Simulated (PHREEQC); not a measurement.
A made-up water analysis in mg/L, 30 °C, pH 5.66, pe 2.8: Na 0.874; K 0.462; Ca 1.55; Mg 0.982; Cl 2.08; S(6) as SO4 3.75; Alkalinity as HCO3 4.14; N(-3) as NH4 0.00679; Fe(2) 0.0109; Li 0.00998; Sr 0.00989; Si as SiO2 0.00718.

Valence states are taken as typed.

The numbers come from PHREEQC with the ion-association model, phreeqc.dat.

```
quantity               before     after
-------------------  --------  --------
CO2 (mol/kgw)        0.000319  0.000297
HCO3- (mol/kgw)       7.00e-5   7.00e-5
MgSO4 (mol/kgw)       3.47e-7   4.38e-7
CaSO4 (mol/kgw)       2.31e-7   2.46e-7
CaHCO3+ (mol/kgw)     3.38e-8   3.73e-8
MgHCO3+ (mol/kgw)     3.09e-8   3.28e-8
SI of Quartz (SiO2)     -3.01     -3.15
```

Question: Name the change that produced these shifts.
A. Fe(2) from 0.0109 to 0.0218 mg/L
B. temperature from 30 to 40 °C at the same typed pH
C. all concentrations times 2 at the same typed pH

Answer: B, temperature from 30 to 40 °C at the same typed pH

Precipitation was switched off in this run. At this temperature some constants are extrapolated from 25 °C, and those without enthalpy data are left unchanged.
